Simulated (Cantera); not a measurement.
Standard-state values (1 bar) from the NASA 1993 polynomials, evaluated with Cantera. Values are per mole of reaction as written; species without (g) are pure solids or liquids, kept so even where they would boil at 1 bar.

6 H2(g) + 5 N(g) + P4O10(g) = 5 NO2(g) + 4 PH3(g)

```json
[
 {"T (K)": "1550", "ΔH° (kJ)": "626.5", "ΔS° (J/K)": "-77.5", "ΔG° (kJ)": "746.6", "log10 K": "-25.16"},
 {"T (K)": "1700", "ΔH° (kJ)": "[?]", "ΔS° (J/K)": "[?]", "ΔG° (kJ)": "[?]", "log10 K": "[?]"},
 {"T (K)": "1850", "ΔH° (kJ)": "[?]", "ΔS° (J/K)": "[?]", "ΔG° (kJ)": "[?]", "log10 K": "[?]"},
 {"T (K)": "2000", "ΔH° (kJ)": "608.6", "ΔS° (J/K)": "-87.7", "ΔG° (kJ)": "784.0", "log10 K": "-20.47"},
 {"T (K)": "2150", "ΔH° (kJ)": "[?]", "ΔS° (J/K)": "[?]", "ΔG° (kJ)": "[?]", "log10 K": "[?]"}
]
```

Question: What belongs in the gaps?

Answer: 
- 1700, ΔH° (kJ): 620.0
- 1700, ΔS° (J/K): -81.5
- 1700, ΔG° (kJ): 758.5
- 1700, log10 K: -23.31
- 1850, ΔH° (kJ): 614.1
- 1850, ΔS° (J/K): -84.8
- 1850, ΔG° (kJ): 771.0
- 1850, log10 K: -21.77
- 2150, ΔH° (kJ): 603.4
- 2150, ΔS° (J/K): -90.2
- 2150, ΔG° (kJ): 797.3
- 2150, log10 K: -19.37
